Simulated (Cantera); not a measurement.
A perfectly stirred reactor is fed with CH4 : CO : O2 : N2 = 1 : 0.054 : 1.69 : 6.35 (molar parts), at 100000 Pa; it is adiabatic with a 775 K inlet, and is followed from long to short residence time, starting on the burning branch (τ in s: 0.42, 0.21, 0.1, 0.05, 0.025, 0.012, 0.006, 0.003, 0.0015, 0.00072, 0.00035, 0.00017, 8.6e-05).

Cantera simulation using GRI-Mech 3.0 (53 species, 325 reactions); the numbers are that mechanism's predictions, not measurements.

Task: What does this change do: inlet temperature 775 to 600 K?

Result: 
```tsv
quantity	before	after
blow-out, bracketed by the residence times tried	burning at 86.0 µs, the shortest tried	burning at 86.0 µs, the shortest tried
x(CH4) at τ = 0.420 s	6.04e-7	1.43e-6
x(CO) at τ = 0.420 s	0.0504	0.0485
x(O2) at τ = 0.420 s	0.00105	0.000421
x(NO) at τ = 0.420 s	0.00128	0.000648
x(N2O) at τ = 0.420 s	6.78e-8	3.48e-8
x(CH4) at τ = 6.00 ms	2.16e-5	2.93e-5
x(CO) at τ = 6.00 ms	0.0519	0.0501
x(O2) at τ = 6.00 ms	0.00273	0.00218
x(NO) at τ = 6.00 ms	0.000821	0.000555
x(N2O) at τ = 6.00 ms	7.32e-8	5.22e-8
```

Task: What does this change do: inlet temperature 775 to 523 K?

Result: 
```
quantity                                                                          before                                   after
------------------------------------------------  --------------------------------------  --------------------------------------
blow-out, bracketed by the residence times tried  burning at 86.0 µs, the shortest tried  burning at 86.0 µs, the shortest tried
x(CH4) at τ = 0.420 s                                                            6.04e-7                                 2.16e-6
x(CO) at τ = 0.420 s                                                              0.0504                                  0.0478
x(O2) at τ = 0.420 s                                                             0.00105                                0.000277
x(NO) at τ = 0.420 s                                                             0.00128                                0.000475
x(N2O) at τ = 0.420 s                                                            6.78e-8                                 2.54e-8
x(CH4) at τ = 6.00 ms                                                            2.16e-5                                 3.34e-5
x(CO) at τ = 6.00 ms                                                              0.0519                                  0.0493
x(O2) at τ = 6.00 ms                                                             0.00273                                 0.00200
x(NO) at τ = 6.00 ms                                                            0.000821                                0.000478
x(N2O) at τ = 6.00 ms                                                            7.32e-8                                 4.64e-8
```

Task: What does this change do: pressure from 100000 Pa to 500000 Pa?

Result: 
| quantity | before | after |
|---|---|---|
| blow-out, bracketed by the residence times tried | burning at 86.0 µs, the shortest tried | burning at 86.0 µs, the shortest tried |
| x(CH4) at τ = 0.420 s | 6.04e-7 | 3.45e-7 |
| x(CO) at τ = 0.420 s | 0.0504 | 0.0494 |
| x(O2) at τ = 0.420 s | 0.00105 | 0.000333 |
| x(NO) at τ = 0.420 s | 0.00128 | 0.000800 |
| x(N2O) at τ = 0.420 s | 6.78e-8 | 9.24e-8 |
| x(CH4) at τ = 6.00 ms | 2.16e-5 | 1.61e-5 |
| x(CO) at τ = 6.00 ms | 0.0519 | 0.0497 |
| x(O2) at τ = 6.00 ms | 0.00273 | 0.000662 |
| x(NO) at τ = 6.00 ms | 0.000821 | 0.000758 |
| x(N2O) at τ = 6.00 ms | 7.32e-8 | 1.15e-7 |
